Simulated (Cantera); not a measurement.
Charge: 1 mol Si, 2.8 mol H2O, 1.7 mol N2, at 99.0 Pa.

Equilibrium computed with Cantera from the NASA thermochemical tables; the gas is ideal and each condensed phase is pure. Candidate condensed phases: H2O, Si, SiO2, Si2N2O, Si3N4; 35 gas species. The tables hold silica as quartz up to 1696 K and as liquid above; real silica turns to tridymite and cristobalite and melts near 1996 K. Equilibrium is a limit: real reactors are often held back by kinetics, nucleation or transport.

Task: At 1177 °C, list the 4 most abundant gas species with their mole fractions, and the condensed phases.

Result: H2 0.444, N2 0.378, H2O 0.178, H 0.000200. Condensed: SiO2(β-quartz).
